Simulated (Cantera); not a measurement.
**Stirred combustor or abatement burner**

A perfectly stirred reactor is fed with 43.1 % H₂, 12.0 % O₂, 44.9 % N₂, equivalence ratio 1.8, at 5.00 bar; it is adiabatic with a 675 K inlet, and is followed from long to short residence time, starting on the burning branch (τ in s: 0.27, 0.11, 0.043, 0.017, 0.0068, 0.0027, 0.0011, 0.00044, 0.00017, 7e-05, 2.8e-05, 1.1e-05).

Computed with Cantera and GRI-Mech 3.0 (53 species, 325 reactions). The hydrogen kinetics of GRI-Mech 3.0 are dated; newer H2 mechanisms differ, most at raised pressure.

| τ (s) | T (K) | x H₂ | x O₂ | x NO | x H | x O | x HO₂ |
|---|---|---|---|---|---|---|---|
| 0.27 | 2428 | 0.216 | 6.80e-6 | 8.25e-5 | 0.00383 | 1.08e-5 | 1.15e-8 |
| 0.11 | 2427 | 0.216 | 8.65e-6 | 8.12e-5 | 0.00388 | 1.11e-5 | 1.26e-8 |
| 0.043 | 2427 | 0.216 | 1.33e-5 | 7.81e-5 | 0.00400 | 1.18e-5 | 1.57e-8 |
| 0.017 | 2424 | 0.216 | 2.41e-5 | 7.18e-5 | 0.00429 | 1.36e-5 | 2.35e-8 |
| 0.0068 | 2420 | 0.215 | 4.67e-5 | 6.16e-5 | 0.00493 | 1.80e-5 | 4.27e-8 |
| 0.0027 | 2410 | 0.215 | 9.03e-5 | 4.99e-5 | 0.00625 | 2.89e-5 | 9.16e-8 |
| 0.0011 | 2392 | 0.214 | 0.000166 | 4.10e-5 | 0.00856 | 5.40e-5 | 2.09e-7 |
| 0.00044 | 2362 | 0.212 | 0.000302 | 3.52e-5 | 0.0124 | 0.000112 | 4.93e-7 |
| 0.00017 | 2315 | 0.209 | 0.000564 | 3.15e-5 | 0.0186 | 0.000243 | 1.14e-6 |
| 7.0e-5 | 2249 | 0.206 | 0.00103 | 2.93e-5 | 0.0268 | 0.000488 | 2.35e-6 |
| 2.8e-5 | 2155 | 0.201 | 0.00194 | 2.70e-5 | 0.0383 | 0.000937 | 4.86e-6 |
| 1.1e-5 | 2028 | 0.197 | 0.00382 | 2.29e-5 | 0.0526 | 0.00165 | 1.05e-5 |
x: mole fraction; the columns are a selection and need not sum to one.
